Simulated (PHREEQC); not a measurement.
2.3 g of hydrous ferric oxide (600 m²/g; 0.2 weak and 0.005 strong sites per Fe, Dzombak-Morel constants, diffuse double layer) in 1 kg of water with 0.1 mol/kgw of an inert sodium salt and 4.4e-05 mol ZnCl2, 0.00026 mol CuSO4 and 1.2e-05 mol Na2SO4, at 25 °C; the pH is set by adding NaOH or the inert anion's acid. Oxygen alone is held at its pressure in air (log pO2 = -0.68). CO2 from the air is kept out. Precipitation was switched off in this run.

The numbers come from PHREEQC with the ion-association model, wateq4f.dat.

| pH | Zn sorbed (%) | S sorbed (%) | Cu sorbed (%) | surface charge σ (C/m²) | surface potential ψ (mV) |
|---|---|---|---|---|---|
| 3 | 0.0 | 99.8 | 0.2 | 0.327 | 146 |
| 3.5 | 0.0 | 99.7 | ? | 0.316 | 145 |
| 4 | 0.2 | 99.7 | ? | 0.290 | 141 |
| 4.5 | 0.8 | 99.4 | 47.2 | 0.248 | 133 |
| 5 | 3.4 | 98.8 | 82.7 | 0.197 | 121 |
| 5.5 | ? | 96.5 | ? | 0.146 | ? |
| 6 | 58.4 | 88.8 | 99.5 | 0.103 | 90 |
| 6.5 | 90.2 | 67.5 | 99.9 | 0.071 | 72 |
| 7 | 98.4 | 34.2 | 100.0 | 0.046 | ? |
| 7.5 | 99.8 | 9.7 | 100.0 | 0.026 | 33 |
| 8 | 100.0 | 1.8 | 100.0 | 0.008 | 11 |
| 8.5 | 100.0 | 0.3 | 100.0 | -0.010 | -13 |
| 9 | 100.0 | 0.0 | 100.0 | -0.029 | -37 |
| 9.5 | 100.0 | 0.0 | 100.0 | -0.053 | -59 |
| 10 | 100.0 | 0.0 | 100.0 | -0.085 | -80 |
| 10.5 | 100.0 | 0.0 | 99.9 | -0.125 | ? |
| 11 | 100.0 | 0.0 | 99.8 | -0.175 | -115 |

**Question.** Some entries are withheld; supply them.

**Answer.** 
- 3.5, Cu sorbed (%): 2.2
- 4, Cu sorbed (%): 14.8
- 5.5, Zn sorbed (%): 18.0
- 5.5, Cu sorbed (%): 97.0
- 5.5, surface potential ψ (mV): 107
- 7, surface potential ψ (mV): 54
- 10.5, surface potential ψ (mV): -99

Species that the database lacks are ignored. The database's constant for dissolved Cu(OH)2 is higher than later reviews accept. The oxide is taken as insoluble; below pH 4 it would dissolve.
